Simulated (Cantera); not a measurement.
Charge: 1 mol acetone, 2.6 mol H2, at 1 atm.

Cantera equilibrium calculation (NASA polynomials, part measured and part estimated; ideal gas, pure solids and liquids). Candidate condensed phases: C, C6H6, C7H8, C8H18, H2O; 131 gas species. Ions and electrons are included (thermal ionisation). The feed counts by its element totals alone. Equilibrium is a limit: real reactors are often held back by kinetics, nucleation or transport.

Q: Which condensed phases are stable at each of these points (T (K)): 3000, 3250, 3500, 3750, 4000, 4250, 4500, 4750, 5000?

A: 
```csv
T (K),condensed phases,C condensed (%)
3000,C(graphite),44.5
3250,C(graphite),22.5
3500,gas only,0.0
3750,gas only,0.0
4000,gas only,0.0
4250,gas only,0.0
4500,gas only,0.0
4750,gas only,0.0
5000,gas only,0.0
```

From 3000 K to 3250 K the condensed part is C(graphite). From 3500 K to 5000 K nothing is condensed.
